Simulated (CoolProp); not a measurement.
Acetone along the isobar 155 bar: density (kg/m³) from the reference equation and from simpler models built on Tc = 508.1 K, pc = 46.92 bar, ω = 0.307; each cubic takes its own stable root.

Computed with CoolProp (reference Helmholtz-energy equation of state, Lemmon 2006). It is a short technical equation, of lower accuracy than the large ones.

| T (K) | phase | reference |
|---|---|---|
| 343.1 | liquid | 752.5 |
| 354.5 | liquid | 740.3 |
| 365.9 | liquid | 727.9 |
| 377.3 | liquid | 715.2 |
| 388.7 | liquid | 702.3 |
| 400.1 | liquid | 689.1 |
| 411.5 | liquid | 675.6 |
| 422.9 | liquid | 661.7 |
| 434.3 | liquid | 647.4 |
| 445.7 | liquid | 632.7 |
| 457.1 | liquid | 617.5 |
| 468.5 | liquid | 601.7 |
| 479.9 | liquid | 585.4 |
| 491.3 | liquid | 568.5 |
| 502.7 | liquid | 550.8 |
| 514.1 | supercritical | 532.5 |

Task: How far does each simpler model (Soave-Redlich-Kwong, Peng-Robinson) lie from the reference over these 16 states: mean and median of the absolute difference, and the worst?

Result: 
- Soave-Redlich-Kwong: mean 21.4 %, median 21.0 %, worst -23.0 % at 514.1 K and 155 bar
- Peng-Robinson: mean 11.8 %, median 11.2 %, worst -14.4 % at 514.1 K and 155 bar
